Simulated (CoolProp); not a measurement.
Vapour pressure (kPa) of CHF3 (R23): the reference equation beside estimates from Tc = 299.3 K, pc = 4832 kPa, ω = 0.263. Clausius-Clapeyron is anchored at 225.4 K with a constant enthalpy of vaporisation of 14.54 kJ/mol.

Values from CoolProp's reference Helmholtz-energy equation of state, Penoncello 2003.

```tsv
T (K)	reference	Lee-Kesler	Clausius-Clapeyron	van der Waals	Redlich-Kwong	Soave-Redlich-Kwong	Peng-Robinson
192.9	112.1	110.4	142.0	626.9	202.0	110.7	111.6
199.4	159.8	158.4	190.7	749.0	274.4	158.5	159.0
205.9	222.0	221.4	251.6	886.0	364.3	221.3	221.0
212.4	301.5	302.0	326.2	1038	473.9	301.8	300.4
218.9	401.2	403.3	416.5	1207	605.3	403.2	400.1
225.4	524.4	528.3	524.4	1392	760.8	528.8	523.5
231.9	674.3	680.3	651.8	1595	942.4	681.9	674.0
238.4	854.5	862.4	800.5	1816	1152	866.2	855.3
244.9	1069	1078	972.5	2054	1392	1085	1071
251.4	1320	1331	1170	2312	1664	1343	1325
```

Absolute difference from the reference over all 10 rows, mean and median: Lee-Kesler 0.8 and 0.8 %, Clausius-Clapeyron 10.1 and 8.6 %, van der Waals 215.4 and 183.1 %, Redlich-Kwong 50.0 and 48.0 %, Soave-Redlich-Kwong 1.0 and 1.0 %, Peng-Robinson 0.3 and 0.3 %.
